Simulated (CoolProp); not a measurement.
Vapour-liquid equilibrium of diethyl ether (1) + acetone (2) at 0.441 MPa; x and y are mole fractions of (1).

The numbers come from the multi-fluid Helmholtz-energy mixture model, Thol 2014 and Lemmon 2006; pair parameters Bell 2016 in CoolProp.

```csv
x,bubble temperature (°C),y at the bubble point,dew temperature at overall composition x (°C),liquid density (mol/L)
0.05,104.2,0.100,105.5,11.60
0.2,97.4,0.345,101.5,11.03
0.35,92.3,0.518,[?],10.49
0.5,88.6,0.643,92.8,9.978
0.65,86.0,0.743,[?],[?]
0.8,84.4,0.838,[?],9.060
0.95,83.6,0.952,83.6,[?]
```

### Question
What belongs in the gaps?

### Answer

- 0.35, dew temperature at overall composition x (°C): 97.3
- 0.65, dew temperature at overall composition x (°C): 88.4
- 0.65, liquid density (mol/L): 9.497
- 0.8, dew temperature at overall composition x (°C): 84.9
- 0.95, liquid density (mol/L): 8.668

No azeotrope shows between x = 0.05 and 0.95.

The pair parameters rest on a limited set of measurements; away from them the model extrapolates.
